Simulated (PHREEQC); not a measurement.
# Brine with leach liquor: an equilibrium model

Solution A (0.0046 mol K2CO3, 4.3e-05 mol MgSO4 and 0.0072 mol KBr per kg of water) is mixed with solution B (110 mmol/kgw HCl and 0.63 mmol/kgw NiSO4) at 21 °C; shares are by mass of water, 1 kg in all. Oxygen is held at 0.21 atm. No CO2 enters from the air. Only these solids could form: Brucite, Nesquehonite, Ni(OH)2, NiCO3, Ni4(OH)6SO4, Epsomite, Morenosite.

Model: ion-association model, wateq4f.dat, run in PHREEQC.

```csv
share of solution B,pH,CO2 (mol/kgw),Mg+2 (mol/kgw),Ni+2 (mol/kgw),CO3-2 (mol/kgw),HSO4- (mol/kgw),MgCO3 (mol/kgw)
0,10.92,1.76e-8,1.82e-5,0,0.00386,2.86e-14,2.20e-5
0.1,2.62,0.00414,3.84e-5,6.09e-5,2.13e-14,1.24e-5,0
0.2,1.89,0.00368,3.42e-5,0.000121,0,6.51e-5,0
0.3,1.64,0.00322,2.99e-5,0.000179,0,0.000118,0
0.4,1.48,0.00276,2.57e-5,0.000236,0,0.000171,0
0.5,1.37,0.00230,2.14e-5,0.000293,0,0.000224,0
0.6,1.28,0.00184,1.71e-5,0.000348,0,0.000278,0
0.7,1.21,0.00138,1.28e-5,0.000403,0,0.000332,0
0.8,1.15,0.000920,8.56e-6,0.000456,0,0.000387,0
0.9,1.09,0.000460,4.28e-6,0.000509,0,0.000442,0
1,1.05,0,0,0.000561,0,0.000497,0
```

Complexes and solids missing from the database can't appear.
